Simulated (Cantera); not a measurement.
Input (Python, Cantera) and output of one run.

```python
import numpy as np
import cantera as ct

gas_names = """
    H HNO HNO2 HNO3 HO2 H2 H2O H2O2 N NH NH2 NH3 NH2OH NO NO2 NO3 N2 N2H2 N2H4 N2O O OH O2 O3 Si SiH
    SiH2 SiH3 SiH4 SiN SiO SiO2 Si2 Si2N Si3
""".split()
cond_names = """
    H2O(s) H2O(L) Si(cr) Si(L) SiO2(Lqz) SiO2(hqz) SiO2(L) Si2N2O(s) Si3N4(a)
""".split()


# ... load() reads the species with a 1 bar reference pressure and builds the phases ...
atoms = {
    'Si2H6': {'Si': 2, 'H': 6},
    'NO': {'N': 1, 'O': 1},
    'N2': {'N': 2},
    'O3': {'O': 3},
}
top_T = {'Si2N2O(s)': 2100, 'Si3N4(a)': 2400}  # K; cautious upper limits of use, not melting points


# ... equilibrate(T, P, feed) seeds the gas with the atoms and calls Mixture.equilibrate('TP', solver="vcs", rtol=1e-11, max_steps=5000) ...
results = []
feed = {'Si2H6': 1, 'NO': 0.14, 'N2': 1.2, 'O3': 0.37}  # mol
T = 950  # K
P = 1333.22  # Pa
mix = equilibrate(T, P, feed)
results.append((T, P, feed, dict(zip(mix.species_names, mix.species_moles))))
x = sorted(zip(gas.X, gas.species_names), reverse=True)
print(f"T = {T:g} K  P = {P:g} Pa  gas = {mix.phase_moles(0):.4g} mol")
print("   x: " + "  ".join(f"{s} {v:.3e}" for v, s in x if v > 1e-05))
print("   condensed (mol): " + ("  ".join(f"{mix.phase(i).name} {mix.phase_moles(i):.4g}"
      for i in range(1, mix.n_phases) if mix.phase_moles(i) > 1e-12) or "none"))
```

Output:

```
T = 950 K  P = 1333.22 Pa  gas = 3.353 mol
   x: H2 8.946e-01  N2 1.054e-01  H2O 1.148e-05
   condensed (mol): SiO2(hqz) 0.1666  Si2N2O(s) 0.9167
```

Equilibrium computed with Cantera from the NASA thermochemical tables; the gas is ideal and each condensed phase is pure. The feed counts by its element totals alone.
